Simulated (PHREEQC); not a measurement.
Make-up at 20 °C: 0.0045 mol NH3 and 0.019 mol Na2SiO3 per kg of water. Closed to the air; pH follows from the charge balance.

All values are PHREEQC results (ion-association model, wateq4f.dat), not measurements.

```json
[
 {"quantity": "pH", "before": "12.30", "after": "4.04"},
 {"quantity": "ionic strength (mol/kgw)", "before": "0.0406", "after": "0.0602"},
 {"quantity": "NH4+ (mol/kgw)", "before": "6.76e-6", "after": "0.00450"}
]
```

Question: What was changed between the two runs?
A) temperature from 20 to 85 °C
B) Na2SiO3 replaced by NaHCO3 at the same molality
C) temperature from 20 to 40 °C
D) Na2SiO3 replaced by NaAlO2 at the same molality
E) Na2SiO3 replaced by Na2SiF6 at the same molality

Answer: E, Na2SiO3 replaced by Na2SiF6 at the same molality

This is a speciation only: nothing precipitates in the calculation. Some of these states are supersaturated (in Quartz (slow to form), Chalcedony (slow to form), for instance). SiF6-2 is the database's only silicon fluoride.
